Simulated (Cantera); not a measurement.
Input: 1 mol Si, 2.3 mol HCl, 27 mol H₂, at 523 K and 0.100 bar.

These are equilibrium values from Cantera (NASA tables, ideal gas, pure condensed phases), not measurements of a reactor. Candidate condensed phases: Si; 19 gas species. Equilibrium is a limit: real reactors are often held back by kinetics, nucleation or transport.

Base state: H₂ 0.978, SiCl₄ 0.0133, SiHCl₃ 0.00888, SiH₂Cl₂ 0.000225 (mole fractions); condensed: Si(s).

Q: What changes in the equilibrium state with this change: temperature from 523 K to 1225 K?

A: 
| species | before | after |
|---|---|---|
| H₂ | 0.978 | 0.945 |
| HCl | 4.96e-6 | 0.0429 |
| SiCl₂ | <1e-9 | 0.00475 |
| SiCl₄ | 0.0133 | 0.00359 |
| SiCl₃ | 3.80e-9 | 0.00147 |
| SiHCl₃ | 0.00888 | 0.00247 |
| SiH₂Cl₂ | 0.000225 | 0.000226 |
| Si(s), mol | 0.358 | 0.636 |
The tables' values for SiCl₃ are old estimates; treat these amounts as uncertain.

Q: What changes in the equilibrium state with this change: temperature from 523 K to 1150 K?

A: 
```
species      before    after
----------  -------  -------
H₂            0.978    0.953
HCl         4.96e-6   0.0321
SiCl₄        0.0133  0.00660
SiCl₂         <1e-9  0.00237
SiCl₃       3.80e-9  0.00120
Si(s), mol    0.358    0.581
```
The tables' values for SiCl₃ are old estimates; treat these amounts as uncertain.
